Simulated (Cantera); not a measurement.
A Cantera script and what it prints.

```python
import numpy as np
import cantera as ct

gas_names = """
    CL CL2 H HCL H2 Si SiCL SiCL2 SiCL3 SiCL4 SiH SiHCL3 SiH2 SiH2CL2 SiH3 SiH3CL SiH4 Si2 Si3
""".split()
cond_names = """
    Si(cr) Si(L)
""".split()


# ... load() reads the species with a 1 bar reference pressure and builds the phases ...
atoms = {
    'SiHCl3': {'Si': 1, 'H': 1, 'CL': 3},
    'Cl2': {'CL': 2},
    'H2': {'H': 2},
}
top_T = {}  # K; cautious upper limits of use, not melting points


# ... equilibrate(T, P, feed) seeds the gas with the atoms and calls Mixture.equilibrate('TP', solver="vcs", rtol=1e-11, max_steps=5000) ...
results = []
feed = {'SiHCl3': 1, 'Cl2': 0.018, 'H2': 42}  # mol
T = 1448.15  # K
P = 8200  # Pa
mix = equilibrate(T, P, feed)
results.append((T, P, feed, dict(zip(mix.species_names, mix.species_moles))))
print(gas.report(threshold=0.0001))
for i in range(1, mix.n_phases):
    print(f"{mix.phase(i).name:16s} {mix.phase_moles(i):12.5e} mol")
```

Result:

```
       temperature   1448.2 K
          pressure   8200 Pa
           density   0.0031638 kg/m^3
  mean mol. weight   4.6456 kg/kmol
   phase of matter   gas

                          1 kg             1 kmol
                     ---------------   ---------------
          enthalpy        6.1723e+06        2.8674e+07  J
   internal energy        3.5805e+06        1.6634e+07  J
           entropy             44197        2.0532e+05  J/K
    Gibbs function       -5.7831e+07       -2.6866e+08  J
 heat capacity c_p            6992.8             32486  J/K
 heat capacity c_v              5203             24171  J/K

                      mass frac. Y      mole frac. X     chem. pot. / RT
                     ---------------   ---------------   ---------------
               HCL            0.3949           0.05032           -38.455
                H2           0.40821           0.94067           -21.063
             SiCL2           0.17662         0.0082892           -60.345
             SiCL3          0.012548        0.00043361           -88.269
            SiHCL3         0.0038866        0.00013331             -98.8
     [  +14 minor]          0.003829        0.00015278

Si(cr)            6.05059e-01 mol
```

Equilibrium computed with Cantera from the NASA thermochemical tables; the gas is ideal and each condensed phase is pure. The tables' values for SiCl3 are old estimates; treat these amounts as uncertain.
